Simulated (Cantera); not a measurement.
A closed system holds: 1 mol Al, 0.53 mol HCl, 2.9 mol N2, equilibrated at 0.00133 bar.

Cantera equilibrium calculation (NASA polynomials, part measured and part estimated; ideal gas, pure solids and liquids). Candidate condensed phases: Al, AlCl3, AlN, NH4Cl; 20 gas species. Rates play no part.

Problem. What share of the Al ends up in condensed phases as a function of T (K), at 1373, 1423, 1473, 1523, 1573, 1623, 1673, 1723, 1773, 1823, 1873?

Solution. 
```json
[
 {"T (K)": "1373", "Al condensed (%)": "84.4", "as": "AlN(s)"},
 {"T (K)": "1423", "Al condensed (%)": "81.9", "as": "AlN(s)"},
 {"T (K)": "1473", "Al condensed (%)": "76.7", "as": "AlN(s)"},
 {"T (K)": "1523", "Al condensed (%)": "67.6", "as": "AlN(s)"},
 {"T (K)": "1573", "Al condensed (%)": "57.4", "as": "AlN(s)"},
 {"T (K)": "1623", "Al condensed (%)": "51.4", "as": "AlN(s)"},
 {"T (K)": "1673", "Al condensed (%)": "48.9", "as": "AlN(s)"},
 {"T (K)": "1723", "Al condensed (%)": "47.5", "as": "AlN(s)"},
 {"T (K)": "1773", "Al condensed (%)": "46.1", "as": "AlN(s)"},
 {"T (K)": "1823", "Al condensed (%)": "42.9", "as": "AlN(s)"},
 {"T (K)": "1873", "Al condensed (%)": "33.4", "as": "AlN(s)"}
]
```
